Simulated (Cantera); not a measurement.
Charge: 1 mol Ta2O5, 1.1 mol CH4, 0.34 mol H2, 2.5 mol C, at 1.33 mbar.

Equilibrium computed with Cantera from the NASA thermochemical tables; the gas is ideal and each condensed phase is pure. Candidate condensed phases: C, C6H6, C7H8, C8H18, H2O, Ta, TaC, Ta2O5; 113 gas species. Mutual solubility and eutectic melting of coexisting phases are not modelled. TaC: taken at fixed stoichiometry. Condensed phases not in the tables: Ta2C, N, O or C dissolved in the metal. Equilibrium is a limit: real reactors are often held back by kinetics, nucleation or transport.

x: gas mole fraction; n: condensed amount in mol.

| T (K) | x H2 | x CO | x H | x TaO2 | n C(graphite) | n TaC(s) | n Ta2O5(s) | n Ta(s) | n Ta2O5(l) |
|---|---|---|---|---|---|---|---|---|---|
| 800 | 0.998 | 0.000257 | 7.92e-11 | <1e-12 | 3.59 | 0.000269 | 1.000 | 0 | 0 |
| 950 | 0.927 | 0.0725 | 1.47e-8 | <1e-12 | 3.32 | 0.0795 | 0.960 | 0 | 0 |
| 1100 | 0.497 | 0.503 | 4.99e-7 | <1e-12 | 0 | 1.03 | 0.486 | 0 | 0 |
| 1250 | 0.497 | 0.503 | 9.33e-6 | <1e-12 | 0 | 1.03 | 0.485 | 0 | 0 |
| 1400 | 0.497 | 0.503 | ___ | ___ | 0 | 1.03 | 0.485 | 0 | 0 |
| 1550 | 0.496 | 0.503 | 0.000608 | 1.27e-8 | 0 | 1.03 | 0.485 | 0 | 0 |
| 1700 | 0.494 | 0.502 | 0.00284 | 1.08e-6 | 0 | 1.03 | 0.485 | 0 | 0 |
| 1850 | 0.489 | 0.500 | ___ | ___ | 0 | 1.03 | 0.485 | 0 | 0 |
| 2000 | 0.393 | 0.577 | 0.0279 | 0.000789 | 0 | 0 | 0.277 | 1.44 | 0 |
| 2150 | 0.360 | 0.560 | 0.0693 | 0.00784 | 0 | 0 | 0 | 1.43 | 0.256 |

Q: What belongs in the gaps?

A: 
- 1850, x H: 0.0103
- 1850, x TaO2: 4.38e-5
- 1400, x H: 9.39e-5
- 1400, x TaO2: 5.55e-11
